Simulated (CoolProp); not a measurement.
Saturated liquid density (kg/m³) of cyclopropane: the reference equation beside estimates from Tc = 125.5 °C, pc = 5.605 MPa, ω = 0.131.

Model: reference Helmholtz-energy equation of state, Polt 1992, in CoolProp. This equation is an older, rougher fit; its heat capacities, sound speeds and derivatives of the liquid may be far off and weren't checked against measurements.

| T (°C) | reference | van der Waals | Redlich-Kwong |
|---|---|---|---|
| 41.25 | 592.8 | 371.7 | … |
| 46.95 | … | 365.5 | 515.9 |
| 52.75 | 572.7 | 358.8 | 504.0 |
| 58.55 | 562.0 | 351.9 | 491.5 |
| 64.25 | … | … | … |
| 70.05 | 539.2 | 337.2 | … |
| 75.75 | … | 329.4 | 450.9 |
| 81.55 | … | 320.9 | 435.7 |
| 87.35 | 499.7 | 311.8 | 419.5 |
| 93.05 | 484.5 | 302.1 | 402.3 |
| 98.85 | 467.5 | 291.4 | 383.4 |

**Question.** What belongs in the gaps?

**Answer.** 
- 41.25, Redlich-Kwong: 527.2
- 46.95, reference: 583.0
- 64.25, reference: 550.9
- 64.25, van der Waals: 344.8
- 64.25, Redlich-Kwong: 478.7
- 70.05, Redlich-Kwong: 465.1
- 75.75, reference: 527.0
- 81.55, reference: 513.8

Absolute difference from the reference over all 11 rows, mean and median: van der Waals 37.5 and 37.5 %, Redlich-Kwong 14.1 and 13.7 %.
